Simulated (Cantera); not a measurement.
A closed system holds: 1 mol SiCl₄, 0.23 mol H₂O, 8.3 mol H₂, at 1423 K and 0.0630 Torr.

Method: chemical equilibrium by Gibbs-energy minimisation in Cantera with the NASA 1993 tables (ideal gas, pure condensed phases). Candidate condensed phases: H₂O, Si, SiO₂; 30 gas species. The tables' values for SiCl₃, SiCl are old estimates; treat these amounts as uncertain. Rates play no part.

Base state: H₂ 0.679, HCl 0.228, SiCl₂ 0.0707, SiO 0.0214, SiCl₃ 0.000753, H 0.000597, Cl 0.000164, SiCl₄ 3.17e-5 (mole fractions); condensed: gas only.

What changes in the equilibrium state with this change: H₂O from 0.23 to 9.8 mol?


```csv
species,before,after
H₂,0.679,0.413
H₂O,4.66e-8,0.388
HCl,0.228,0.199
SiCl₂,0.0707,<1e-9
SiO,0.0214,2.07e-6
SiCl₃,0.000753,<1e-9
SiCl₄,3.17e-5,<1e-9
SiCl,2.06e-5,<1e-9
H,0.000597,0.000466
Cl,0.000164,0.000184
"SiO₂(β-quartz), mol",0,1.000
```
The tables hold silica as quartz up to 1696 K and as liquid above; real silica turns to tridymite and cristobalite and melts near 1996 K.

What changes in the equilibrium state with this change: H₂O from 0.23 to 1.4 mol?


```
species                before     after
-------------------  --------  --------
H₂                      0.679     0.627
HCl                     0.228     0.324
SiO                    0.0214    0.0477
SiCl₂                  0.0707  0.000582
H₂O                   4.66e-8   2.56e-5
SiCl                  2.06e-5   1.15e-7
SiCl₃                0.000753   9.17e-6
SiCl₄                 3.17e-5   5.72e-7
SiO₂(β-quartz), mol         0     0.407
```
The tables hold silica as quartz up to 1696 K and as liquid above; real silica turns to tridymite and cristobalite and melts near 1996 K.
